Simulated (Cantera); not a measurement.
A closed system holds: 1 mol Fe3O4, 2.7 mol CO, 2.3 mol N2, held at 1775 K and 10000 Pa.

Cantera equilibrium calculation (NASA polynomials, part measured and part estimated; ideal gas, pure solids and liquids). Candidate condensed phases: C, Fe, Fe(CO)5, FeO, Fe2O3, Fe3O4; 27 gas species. The tables' stoichiometric FeO is somewhat more stable than real wüstite, so its field is too wide. FeO: taken at fixed stoichiometry. The numbers say what is thermodynamically allowed, not how fast it happens.

Base state: N2 0.460, CO 0.340, CO2 0.200, Fe 4.27e-5 (mole fractions); condensed: FeO(l).

Task: What changes in the equilibrium state with this change: Fe3O4 replaced by CuO?

Result: 
```json
[
 {"species": "N2", "before": "0.460", "after": "0.458"},
 {"species": "CO", "before": "0.340", "after": "0.339"},
 {"species": "CO2", "before": "0.200", "after": "0.199"},
 {"species": "Cu", "before": "0", "after": "0.00404"},
 {"species": "Fe", "before": "4.27e-5", "after": "0"},
 {"species": "FeO(l), mol", "before": "3.00", "after": "0"},
 {"species": "Cu(l), mol", "before": "0", "after": "0.980"}
]
```
Further candidate phases: Cu, CuO, Cu2O.

Task: What changes in the equilibrium state with this change: temperature from 1775 K to 2648 K?

Result: 
```tsv
species	before	after
N2	0.460	0.382
CO	0.340	0.271
CO2	0.200	0.182
Fe	4.27e-5	0.0901
O2	8.67e-8	0.0268
O	8.91e-8	0.0150
FeO	1.01e-6	0.0254
NO	1.87e-6	0.00732
FeO(l), mol	3.00	2.31
```
